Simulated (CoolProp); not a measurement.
Saturation properties of R365MFC (Tc = 460.0 K, pc = 3.266 MPa, ω = 0.377).

Values from CoolProp's reference Helmholtz-energy equation of state, Lemmon 2016.

```
T (K)  p (MPa)  liquid density (kg/m³)  liquid cp (kJ/(kg K))
-----  -------  ----------------------  ---------------------
355.5   0.3749                    1123                  1.512
360.4   0.4267                    1111                  1.527
365.4   0.4850                    1097                  1.543
370.3   0.5478                    1084                  1.559
375.3   0.6181                    1069                  1.577
380.2   0.6934                    1055                  1.596
385.2   0.7772                    1040                  1.616
390.1   0.8666                    1024                  1.638
395.1   0.9657                    1008                  1.663
400      1.071                   991.3                  1.690
```

It boils at 313.3 K under 1 atm.
